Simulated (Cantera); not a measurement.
A Cantera script and what it prints.

```python
import numpy as np
import cantera as ct

gas_names = """
    CL CLO CL2 H HCL HOCL HO2 H2 H2O H2O2 O OH O2 O3 Si SiCL SiCL2 SiCL3 SiCL4 SiH SiHCL3 SiH2 SiH2CL2
    SiH3 SiH3CL SiH4 SiO SiO2 Si2 Si3
""".split()
cond_names = """
    H2O(s) H2O(L) Si(cr) Si(L) SiO2(Lqz) SiO2(hqz) SiO2(L)
""".split()


# ... load() reads the species with a 1 bar reference pressure and builds the phases ...
atoms = {
    'SiCl4': {'Si': 1, 'CL': 4},
    'H2O': {'H': 2, 'O': 1},
    'H2': {'H': 2},
}
top_T = {}  # K; cautious upper limits of use, not melting points


# ... equilibrate(T, P, feed) seeds the gas with the atoms and calls Mixture.equilibrate('TP', solver="vcs", rtol=1e-11, max_steps=5000) ...
results = []
feed = {'SiCl4': 1, 'H2O': 3.7, 'H2': 0.12}  # mol
P = 7500  # Pa
for T in [673, 823, 973, 1123, 1273, 1423, 1573, 1723, 1873]:
    mix = equilibrate(T, P, feed)
    results.append((T, P, feed, dict(zip(mix.species_names, mix.species_moles))))

top = {s: max(r[3][s] / sum(r[3][g] for g in gas_names) for r in results) for s in gas_names}
cols = sorted((s for s in top if top[s] > 0.001), key=lambda s: -top[s])[:8]
seen = [c for c in cond_names if any(r[3].get(c, 0) > 1e-12 for r in results)]
print("log10 of partial pressures in bar; condensed amounts in mol")
print(f"{'T/K':>10s}" + "".join(f"{s[:9]:>10s}" for s in cols + seen))
for T, P, feed, n in results:
    ng = sum(n[g] for g in gas_names)
    print(f"{T:10.4g}" + "".join(f"{np.log10(max(n[s] / ng * P / 1e5, 1e-99)):10.3f}" for s in cols)
          + "".join(f"{n.get(c, 0):10.4g}" for c in seen))
```

It prints:

```
log10 of partial pressures in bar; condensed amounts in mol
       T/K       HCL       H2O        H2        CL SiO2(Lqz) SiO2(hqz)   SiO2(L)
       673    -1.288    -1.659    -2.811   -14.079         1         0         0
       823    -1.288    -1.659    -2.811   -11.008         1         0         0
       973    -1.288    -1.659    -2.811    -8.875         0         1         0
      1123    -1.288    -1.659    -2.811    -7.304         0         1         0
      1273    -1.288    -1.659    -2.811    -6.100         0         1         0
      1423    -1.288    -1.659    -2.810    -5.147         0         1         0
      1573    -1.288    -1.660    -2.805    -4.376         0         1         0
      1723    -1.290    -1.660    -2.787    -3.747         0         0         1
      1873    -1.295    -1.662    -2.737    -3.237         0         0    0.9999
```

These are equilibrium values from Cantera (NASA tables, ideal gas, pure condensed phases), not measurements of a reactor. The tables hold silica as quartz up to 1696 K and as liquid above; real silica turns to tridymite and cristobalite and melts near 1996 K. Gases not in the tables: Si(OH)4.
